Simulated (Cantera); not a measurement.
Feed: 1 mol FeS, 1.2 mol SO2, 0.38 mol CO2, held at 800 °C and 0.0133 bar.

These are equilibrium values from Cantera (NASA tables, ideal gas, pure condensed phases), not measurements of a reactor. Candidate condensed phases: C, Fe, Fe(CO)5, FeO, FeS, FeSO4, FeS2, Fe2O3, Fe2(SO4)3, Fe3O4, S; 25 gas species. Mutual solubility and eutectic melting of coexisting phases are not modelled. FeS: taken at fixed stoichiometry. Gases not in the tables: S3 to S7. Equilibrium is a limit: real reactors are often held back by kinetics, nucleation or transport.

Base state: SO2 0.700, CO2 0.235, S2 0.0605, CO 0.00198, S2O 0.00196, SO 0.000218, COS 0.000115 (mole fractions); condensed: FeS(s) + Fe3O4(s).

Problem. What changes in the equilibrium state with this change: CO2 from 0.38 to 0.048 mol?

Solution. 
```tsv
species	before	after
SO2	0.700	0.886
S2	0.0605	0.0731
CO2	0.235	0.0376
CO	0.00198	0.000294
COS	0.000115	1.88e-5
S2O	0.00196	0.00254
FeS(s), mol	0.880	0.886
Fe3O4(s), mol	0.0401	0.0380
```
